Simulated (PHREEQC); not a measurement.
A made-up water analysis in mg/kgw, 80 °C, pH 7.46, pe 12.8: Na 0.857; K 0.0859; Ca 0.746; Mg 0.421; Cl 1.41; S(6) as SO4 1.32; Alkalinity as HCO3 2.73; Cd 0.019; O(0) (dissolved oxygen) 0.00106.

Valence states are taken as typed.

Computed with PHREEQC (ion-association model, wateq4f.dat).

Precipitation was switched off in this run.

Task: Order these C species by the share of C that they hold, largest first: CO3-2, HCO3-, CO2.

Result: HCO3- (93 %), CO2 (6.9 %), CO3-2 (0.21 %)

The pH is 7.46 and the ionic strength 0.000160 mol/kgw. Species that the database lacks are ignored. Away from 25 °C the constants follow the database's enthalpies or fits; those with neither stay at their 25 °C values.
